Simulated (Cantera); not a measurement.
Input (Python, Cantera):

```python
import numpy as np
import cantera as ct

gas = ct.Solution("gri30.yaml")


def delay(T, t_max=10):
    gas.TPX = T, 1100000, {'CO': 1, 'H2': 0.11, 'O2': 0.37, 'N2': 1.39, 'H2O': 0.74}
    reactor = ct.IdealGasConstPressureReactor(gas, clone=False)
    net = ct.ReactorNet([reactor])
    net.rtol, net.atol = 1e-8, 1e-16
    while net.time < t_max:
        t_old, T_old = net.time, reactor.T
        net.step()
        if reactor.T > T + 400:  # ignition: a rise of 400 K
            return t_old + (T + 400 - T_old) / (reactor.T - T_old) * (net.time - t_old)
    return np.nan


taus = []
for T in [1300, 1350, 1400, 1450, 1500, 1550]:
    taus.append(delay(T))
    print(f"T0 = {T:6g} K   tau = {taus[-1]:.4e} s")
```

Output:

```
T0 =   1300 K   tau = 4.4330e-05 s
T0 =   1350 K   tau = 2.3895e-05 s
T0 =   1400 K   tau = 1.4003e-05 s
T0 =   1450 K   tau = 9.0419e-06 s
T0 =   1500 K   tau = 6.3916e-06 s
T0 =   1550 K   tau = 4.8553e-06 s
```

Computed with Cantera and GRI-Mech 3.0 (53 species, 325 reactions). The hydrogen kinetics of GRI-Mech 3.0 are dated; newer H2 mechanisms differ, most at raised pressure.
